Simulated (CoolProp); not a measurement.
Ammonia along the isobar 15 MPa: Z from the reference equation and from simpler models built on Tc = 405.6 K, pc = 11.36 MPa, ω = 0.256; each cubic takes its own stable root.

Computed with CoolProp (reference Helmholtz-energy equation of state, Gao 2020).

| T (K) | phase | reference | Redlich-Kwong | Soave-Redlich-Kwong | Peng-Robinson |
|---|---|---|---|---|---|
| 350.3 | liquid | 0.1643 | 0.2185 | 0.2105 | 0.1864 |
| 374 | liquid | 0.1690 | 0.2283 | 0.2209 | 0.1963 |
| 397.7 | liquid | 0.1840 | ? | 0.2489 | 0.2232 |
| 421.4 | supercritical | 0.2851 | 0.3390 | 0.3725 | 0.3474 |
| 445.1 | supercritical | 0.5510 | 0.5504 | 0.5981 | 0.5670 |
| 468.8 | supercritical | 0.6652 | 0.6581 | 0.7042 | 0.6726 |
| 492.5 | supercritical | 0.7373 | ? | 0.7722 | 0.7414 |
| 516.2 | supercritical | 0.7887 | 0.7739 | 0.8211 | 0.7914 |
| 539.9 | supercritical | 0.8275 | 0.8108 | 0.8583 | 0.8298 |
| 563.6 | supercritical | ? | 0.8398 | 0.8875 | 0.8602 |
| 587.3 | supercritical | ? | 0.8634 | 0.9109 | 0.8848 |
| 611 | supercritical | 0.9016 | 0.8828 | 0.9299 | 0.9050 |
| 634.7 | supercritical | ? | 0.8990 | 0.9457 | 0.9219 |
| 658.4 | supercritical | 0.9312 | 0.9127 | ? | 0.9360 |

What belongs in the gaps?


- 397.7, Redlich-Kwong: 0.2527
- 492.5, Redlich-Kwong: 0.7256
- 563.6, reference: 0.8578
- 587.3, reference: 0.8819
- 634.7, reference: 0.9178
- 658.4, Soave-Redlich-Kwong: 0.9588
